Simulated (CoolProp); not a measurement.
Vapour-liquid equilibrium of m-xylene (1) + o-xylene (2) at 0.0385 MPa; x and y are mole fractions of (1).

Computed with CoolProp (multi-fluid Helmholtz-energy mixture model, Zhou 2012 and Zhou 2012; pair parameters Bell 2016).

Q: Give the bubble temperature and the first vapour's composition at x = 0.65, 0.875, 0.95. Is there an azeotrope?

A: x = 0.65: 381.1 K, y = 0.686; x = 0.875: 380.0 K, y = 0.890; x = 0.95: 379.7 K, y = 0.956. No azeotrope shows between x = 0.05 and 0.95.

The pair parameters rest on a limited set of measurements; away from them the model extrapolates.
